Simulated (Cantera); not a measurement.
Feed: 1 mol SiCl₄, 0.96 mol Cl₂, 13 mol H₂, equilibrated at 1.00 bar.

Method: chemical equilibrium by Gibbs-energy minimisation in Cantera with the NASA 1993 tables (ideal gas, pure condensed phases). Candidate condensed phases: Si; 19 gas species. Rates play no part. All values below are at 723 K.

Base state: H₂ 0.805, HCl 0.128, SiCl₄ 0.0667, SiHCl₃ 0.000125 (mole fractions); condensed: gas only.

Q: What changes in the equilibrium state with this change: SiCl₄ replaced by Si?

A: 
| species | before | after |
|---|---|---|
| H₂ | 0.805 | 0.958 |
| SiCl₄ | 0.0667 | 0.0205 |
| SiHCl₃ | 0.000125 | 0.0195 |
| HCl | 0.128 | 0.000301 |
| SiH₂Cl₂ | 1.62e-8 | 0.00128 |
| SiH₃Cl | <1e-9 | 1.85e-5 |
| Si(s), mol | 0 | 0.447 |
